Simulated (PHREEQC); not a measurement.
A solution holds 0.0031 mol AgNO3 and 0.023 mol KNO3 per kg of water, at 25 °C. Closed to the air; pH follows from the charge balance.

Computed with PHREEQC (ion-association model, wateq4f.dat).

Each row changes one thing in this solution. No solid was allowed to form.

| case | pH | ionic strength (mol/kgw) | AgNO3 (mol/kgw) | SI of Ag2O (Ag2O) |
|---|---|---|---|---|
| as made | 6.95 | 0.0261 | 2.97e-5 | -3.84 |
| KNO3 left out | 6.95 | 0.00310 | 4.34e-6 | -3.76 |
| KNO3 replaced by Fe(NO3)3 at the same molality | ? | 0.134 | ? | -13.79 |
| temperature from 25 to 20 °C | 7.02 | 0.0261 | 2.98e-5 | -3.84 |
| 0.00028 mol/kgw NaHCO3 added | 8.09 | 0.0263 | 2.96e-5 | ? |
| AgNO3 replaced by AgF at the same molality | ? | 0.0261 | ? | -3.19 |
| KNO3 replaced by Mg(NO3)2 at the same molality | 6.65 | 0.0721 | 4.71e-5 | -4.51 |

**Question.** Complete the blanks.

**Answer.** 
- KNO3 replaced by Fe(NO3)3 at the same molality, pH: 2.03
- KNO3 replaced by Fe(NO3)3 at the same molality, AgNO3 (mol/kgw): 6.08e-5
- 0.00028 mol/kgw NaHCO3 added, SI of Ag2O (Ag2O): -1.55
- AgNO3 replaced by AgF at the same molality, pH: 7.28
- AgNO3 replaced by AgF at the same molality, AgNO3 (mol/kgw): 2.61e-5

Species that the database lacks are ignored. Some of these states are supersaturated (in Hematite (slow to form), Goethite (slow to form), for instance).
